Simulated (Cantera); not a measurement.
Feed: 1 mol Nb2O5, 4.6 mol H2, 0.22 mol H2O, equilibrated at 627 °C and 130000 Pa.

These are equilibrium values from Cantera (NASA tables, ideal gas, pure condensed phases), not measurements of a reactor. Candidate condensed phases: H2O, Nb, NbO, NbO2, Nb2O5; 12 gas species. Condensed phases not in the tables: the oxides between NbO2 and Nb2O5. Rates play no part.

Base state: H2 0.954, H2O 0.0456 (mole fractions); condensed: Nb2O5(s).

Q: What changes in the equilibrium state with this change: temperature from 627 °C to 1477 °C?

A: 
```csv
species,before,after
H2,0.954,0.820
H2O,0.0456,0.180
H,<1e-9,0.000185
"Nb2O5(s), mol",1.00,0.351
"NbO2(s), mol",0,1.30
```
Mutual solubility and eutectic melting of coexisting phases are not modelled.

Q: What changes in the equilibrium state with this change: Nb2O5 replaced by Ta2O5?

A: 
```tsv
species	before	after
H2	0.954	0.954
H2O	0.0456	0.0456
Nb2O5(s), mol	1.00	0
Ta2O5(s), mol	0	1.00
```
Further candidate phases: Ta, Ta2O5.

Q: What changes in the equilibrium state with this change: temperature from 627 °C to 1602 °C?

A: 
| species | before | after |
|---|---|---|
| H2 | 0.954 | 0.820 |
| H2O | 0.0456 | 0.179 |
| H | <1e-9 | 0.000521 |
| Nb2O5(s), mol | 1.00 | 0 |
| NbO2(s), mol | 0 | 1.29 |
| Nb2O5(l), mol | 0 | 0.357 |
Mutual solubility and eutectic melting of coexisting phases are not modelled.
